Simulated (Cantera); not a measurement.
Cantera run:

```python
import numpy as np
import cantera as ct

gas_names = """
    C CH CH2 CH3 CH2OH CH3O CH4 CH3OH CO CO2 COOH C2 C2H CHCO,ketyl C2H2,acetylene C2H2,vinylidene
    CH2CO,ketene C2H3,vinyl CH3CO,acetyl C2H4 C2H4O,ethylen CH3CHO,ethanal CH3COOH (HCOOH)2 C2H5 C2H6
    CH3OCH3 C2H5OH C2O C3 C3H3,propargyl C3H4,allene C3H4,propyne C3H4,cyclo- C3H5,allyl C3H6,propylene
    C3H6,cyclo- C3H6O C3H7,n-propyl C3H7,i-propyl C3H8 C3H8O,1propanol C3H8O,2propanol C3O2 C4 C4H2
    C4H4,1,3-cyclo- C4H6,butadiene C4H6,2-butyne C4H6,cyclo- C4H8,1-butene C4H8,cis2-buten
    C4H8,tr2-butene C4H8,isobutene C4H8,cyclo- (CH3COOH)2 C4H9,n-butyl C4H9,i-butyl C4H9,s-butyl
    C4H9,t-butyl C4H10,isobutane C4H10,n-butane C5 C5H6,1,3cyclo- C5H8,cyclo- C5H10,1-pentene
    C5H10,cyclo- C5H11,pentyl C5H11,t-pentyl C5H12,n-pentane C5H12,i-pentane CH3C(CH3)2CH3 C6H2
    C6H5,phenyl C6H5O,phenoxy C6H6 C6H5OH,phenol C6H10,cyclo- C6H12,1-hexene C6H12,cyclo- C6H13,n-hexyl
    C7H7,benzyl C7H8 C7H8O,cresol C7H14,1-heptene C7H15,n-heptyl C7H16,n-heptane C8H8,styrene
    C8H10,ethylbenz C8H16,1-octene C8H17,n-octyl C8H18,isooctane C8H18,n-octane C9H19,n-nonyl
    C10H8,naphthale C10H21,n-decyl C12H9,o-bipheny C12H10,bipheny Ca CaO CaOH CaO2H2 Ca2 H HCO HO2 H2
    HCHO,formaldehy HCOOH H2O H2O2 O OH O2 O3
""".split()
cond_names = """
    C(gr) C6H6(L) C7H8(L) C8H18(L),n-octa Ca(a) Ca(b) Ca(L) CaCO3(caL) CaO(s) CaO(L) CaO2H2(s) H2O(s)
    H2O(L)
""".split()


def load(file, names, dense=False):
    # The tables refer to 1 bar. Condensed volumes are neglected.
    table = {s.name: s for s in ct.Species.list_from_file(file)}
    out = []
    for n in names:
        d = dict(table[n].input_data)
        d["thermo"] = dict(d["thermo"], **{"reference-pressure": 1e5})
        if dense:
            d["equation-of-state"] = {"model": "constant-volume", "density": "1e6 g/cm^3"}
        out.append(ct.Species.from_dict(d))
    return out


gas = ct.Solution(thermo="ideal-gas", species=load("nasa_gas.yaml", gas_names))
cond = {s.name: ct.Solution(thermo="fixed-stoichiometry", species=[s], name=s.name)
        for s in load("nasa_condensed.yaml", cond_names, dense=True)}
atoms = {
    'Ca(OH)2': {'Ca': 1, 'O': 2, 'H': 2},
    'CO2': {'C': 1, 'O': 2},
}
top_T = {'C(gr)': 4500}  # K; cautious upper limits of use, not melting points


def equilibrate(T, P, feed):
    n = {}
    for name, mol in feed.items():
        for a, k in atoms[name].items():
            n[a] = n.get(a, 0.0) + k * mol
    gas.TPX = T, P, n
    mass = sum(n.values()) * gas.mean_molecular_weight
    gas.equilibrate("TP")
    valid = [c for c in cond.values() if c.min_temp <= T <= top_T.get(c.name, c.max_temp)]
    mix = ct.Mixture([(gas, mass / gas.mean_molecular_weight)] + [(c, 0.0) for c in valid])
    mix.T, mix.P = T, P
    mix.equilibrate("TP", solver="vcs", rtol=1e-11, max_steps=5000)
    return mix


results = []
feed = {'Ca(OH)2': 1, 'CO2': 0.11}  # mol
P = 720000  # Pa
for T in [848, 948, 1048, 1148, 1248, 1348, 1448, 1548, 1648, 1748, 1848, 1948, 2048, 2148]:
    mix = equilibrate(T, P, feed)
    results.append((T, P, feed, dict(zip(mix.species_names, mix.species_moles))))

top = {s: max(r[3][s] / sum(r[3][g] for g in gas_names) for r in results) for s in gas_names}
cols = sorted((s for s in top if top[s] > 1e-05), key=lambda s: -top[s])[:6]
seen = [c for c in cond_names if any(r[3].get(c, 0) > 1e-12 for r in results)]
print("log10 of partial pressures in bar; condensed amounts in mol")
print(f"{'T/K':>10s}" + "".join(f"{s[:9]:>10s}" for s in cols + seen))
for T, P, feed, n in results:
    ng = sum(n[g] for g in gas_names)
    print(f"{T:10.4g}" + "".join(f"{np.log10(max(n[s] / ng * P / 1e5, 1e-99)):10.3f}" for s in cols)
          + "".join(f"{n.get(c, 0):10.4g}" for c in seen))
```

It prints:

```
log10 of partial pressures in bar; condensed amounts in mol
       T/K       H2O       CO2        H2        O2        CO        OH CaCO3(caL    CaO(s) CaO2H2(s)
       848     0.857    -2.424    -7.576    -7.881   -11.348    -9.332    0.1099         0    0.8901
       948     0.856    -1.750    -6.506    -6.813    -9.370    -8.011    0.1075    0.8925         0
      1048     0.849    -0.853    -5.643    -5.947    -7.419    -6.944   0.09013    0.9099         0
      1148     0.812    -0.147    -4.962    -5.225    -5.848    -6.075         0         1         0
      1248     0.812    -0.147    -4.360    -4.613    -5.127    -5.329         0         1         0
      1348     0.812    -0.147    -3.847    -4.090    -4.514    -4.693         0         1         0
      1448     0.812    -0.147    -3.405    -3.638    -3.989    -4.144         0         1         0
      1548     0.812    -0.147    -3.019    -3.243    -3.533    -3.666         0         1         0
      1648     0.812    -0.147    -2.680    -2.896    -3.133    -3.246         0         1         0
      1748     0.811    -0.148    -2.380    -2.588    -2.781    -2.874         0         1         0
      1848     0.811    -0.149    -2.112    -2.314    -2.469    -2.542         0         1         0
      1948     0.810    -0.151    -1.871    -2.068    -2.190    -2.245         0    0.9999         0
      2048     0.809    -0.155    -1.654    -1.847    -1.940    -1.977         0    0.9999         0
      2148     0.807    -0.160    -1.457    -1.647    -1.716    -1.735         0    0.9997         0
```

Equilibrium computed with Cantera from the NASA thermochemical tables; the gas is ideal and each condensed phase is pure. Mutual solubility and eutectic melting of coexisting phases are not modelled.
